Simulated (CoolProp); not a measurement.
Nitrous oxide at 293.15 K and 0.432 MPa is throttled through a valve to 0.0153 MPa with no heat exchange. Each further row changes one setting.

Values from CoolProp's reference Helmholtz-energy equation of state, Lemmon 2006. It is a short technical equation, of lower accuracy than the large ones.

| case | temperature change (K) | final density (kg/m³) |
|---|---|---|
| as stated | -4.8 | 0.281 |
| outlet pressure 0.00459 MPa | -5.0 | 0.0843 |
| outlet pressure 0.0199 MPa | -4.8 | 0.366 |
